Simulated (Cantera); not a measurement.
Mixture: CH4 : C2H6 : O2 : N2 = 1 : 0.058 : 1.69 : 8.3 (molar parts), equivalence ratio 1.3, at 0.987 atm, adiabatic and at constant pressure. Ignition delay is the time to a rise of 400 K.

Computed with Cantera and GRI-Mech 3.0 (53 species, 325 reactions).

Problem. What does this change do: CH4 1 to 0.38 parts?

Solution. 
```json
[
 {"quantity": "delay at 1100 K", "before": "55.2 ms", "after": "16.1 ms"},
 {"quantity": "delay at 1200 K", "before": "16.2 ms", "after": "3.62 ms"},
 {"quantity": "delay at 1300 K", "before": "4.98 ms", "after": "1.19 ms"},
 {"quantity": "delay at 1400 K", "before": "1.58 ms", "after": "0.470 ms"},
 {"quantity": "delay at 1500 K", "before": "0.544 ms", "after": "0.209 ms"},
 {"quantity": "delay at 1600 K", "before": "0.215 ms", "after": "0.103 ms"},
 {"quantity": "apparent activation energy between 1400 and 1600 K", "before": "190 kJ/mol", "after": "140 kJ/mol"}
]
```
